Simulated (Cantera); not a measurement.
An isothermal, constant-pressure homogeneous reactor starts with CH3OH : O2 : N2 = 0.011 : 0.0038 : 1 (molar parts), at 1075 K and 360000 Pa.

Model: GRI-Mech 3.0 (53 species, 325 reactions), integrated in Cantera. GRI-Mech 3.0 was tuned for natural gas; its chemistry of methanol as a main component is partial and can be far from experiment.

One state of this run: x CH3OH = 0.00199; x O2 = 0.000160; x H2O = 0.00664; x NO2 = 5.94e-12; x CH2 = 2.49e-8. x: mole fraction; the columns are a selection and need not sum to one.

Which value of t (s) does it belong to?
(A) 0.0894
(B) 0.0164
(C) 0.00299
(D) 0.000547

A, 0.0894
